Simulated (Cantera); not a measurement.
A closed system holds: 1 mol Si, 5.6 mol NF3, held at 1100 K and 57000 Pa.

Method: chemical equilibrium by Gibbs-energy minimisation in Cantera with the NASA 1993 tables (ideal gas, pure condensed phases). Candidate condensed phases: Si, Si3N4; 16 gas species. Rates play no part.

**Question.** What is the equilibrium state?

**Answer.** 
```json
{
 "x(F2)": "0.446",
 "x(N2)": "0.243",
 "x(F)": "0.214",
 "x(SiF4)": "0.0884",
 "x(NF3)": "0.00836",
 "x(NF2)": "9.91e-6",
 "gas_amount": "11.32 mol",
 "log10 activity of Si(s) (absent)": "-69.30"
}
```
